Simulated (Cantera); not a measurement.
A closed system holds: 1 mol S, 0.24 mol H2O, 0.69 mol N2, equilibrated at 973 K and 4.40 mbar.

Method: chemical equilibrium by Gibbs-energy minimisation in Cantera with the NASA 1993 tables (ideal gas, pure condensed phases). Candidate condensed phases: H2O, H2SO4, S; 35 gas species. Gases not in the tables: S3 to S7. Kinetics and transport are ignored.

Q: What is the equilibrium state?

A: 
- x(N2): 0.487
- x(S2): 0.321
- x(H2O): 0.124
- x(H2S): 0.0399
- x(SO2): 0.0224
- x(H2): 0.00580
- x(S2O): 0.000969
- x(SH): 2.76e-5
- x(SO): 1.92e-5
- gas amount: 1.418 mol
- log10 activity of S(l) (absent): -1.72
- log10 activity of H2SO4(l) (absent): -19.59
